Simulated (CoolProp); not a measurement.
Properties of isohexane along the isotherm 276.85 °C.

Model: reference Helmholtz-energy equation of state, Lemmon 2006, in CoolProp. It is a short technical equation, of lower accuracy than the large ones.

| p (MPa) | phase | cv (kJ/(kg K)) | Joule-Thomson coefficient (K/MPa) |
|---|---|---|---|
| 2.34 | gas | ___ | 7.520 |
| 4.68 | supercritical | 2.795 | 9.171 |
| 7.02 | supercritical | 2.771 | 2.786 |
| 9.36 | supercritical | ___ | ___ |
| 11.7 | supercritical | ___ | 0.6672 |
| 14 | supercritical | 2.737 | ___ |
| 16.4 | supercritical | 2.734 | 0.2411 |
| 18.7 | supercritical | 2.733 | 0.1358 |
| 21.1 | supercritical | 2.732 | ___ |
| 23.4 | supercritical | 2.732 | 0.0002847 |
| 25.7 | supercritical | 2.732 | -0.04426 |
| 28.1 | supercritical | 2.732 | ___ |
| 30.4 | supercritical | 2.733 | -0.1108 |

Some entries are withheld; supply them.


- 2.34, cv (kJ/(kg K)): 2.706
- 9.36, cv (kJ/(kg K)): 2.750
- 9.36, Joule-Thomson coefficient (K/MPa): 1.198
- 11.7, cv (kJ/(kg K)): 2.741
- 14, Joule-Thomson coefficient (K/MPa): 0.4053
- 21.1, Joule-Thomson coefficient (K/MPa): 0.05708
- 28.1, Joule-Thomson coefficient (K/MPa): -0.08153
